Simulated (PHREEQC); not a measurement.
A column of 1 m (40 cells, dispersivity 0.035 m, 300 s a shift, diffusion coefficient 3e-10 m²/s) holds 0.01 eq of the database's cation exchanger X per kg of pore water, first in equilibrium with 0.0026 mol/kgw KCl, 0.028 mol/kgw (NH4)2SO4 and 1e-05 mol/kgw HCl. It is flushed with 1.9 mmol/kgw KBr, 10 mmol/kgw NaCl and 0.01 mmol/kgw HCl, at 25 °C. Values are for the last cell. No CO2 enters from the air. Precipitation was switched off in this run.

Computed with PHREEQC (ion-association model, phreeqc.dat).

Predict S in solution (mol/kgw) at pore volumes = 3.138, 3.888.


```tsv
pore volumes	S in solution (mol/kgw)
3.138	3.62e-8
3.888	1.98e-10
```
